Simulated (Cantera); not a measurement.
An isothermal, constant-pressure homogeneous reactor starts with 85.7 % N₂O, 14.3 % H₂O, at 1398 K and 6200 Pa.

Model: GRI-Mech 3.0 (53 species, 325 reactions), integrated in Cantera. GRI-Mech 3.0 was tuned for natural gas; its chemistry of N2O as a main component is partial and can be far from experiment. The mechanism lacks the step 2 NO + O2 → 2 NO2, which can matter for NO2 below about 1400 K. The temperature is held fixed by assumption; the heat of reaction is taken as removed at once.

Question: Predict: x(N₂O) at 2.00 s; x(H₂O) at 2.00 s; x(O) at 2.00 s; x(H) at 2.00 s; x(O₂) at 2.00 s.

Answer: 
```json
{
  "x(N₂O) at 2.00 s": "0.0357 (gas-phase equilibrium 1.04e-8)",
  "x(H₂O) at 2.00 s": "0.102 (gas-phase equilibrium 0.1000)",
  "x(O) at 2.00 s": "1.97e-5 (gas-phase equilibrium 2.03e-6)",
  "x(H) at 2.00 s": "3.20e-7 (gas-phase equilibrium 1.09e-8)",
  "x(O₂) at 2.00 s": "0.247 (gas-phase equilibrium 0.300)"
}
```
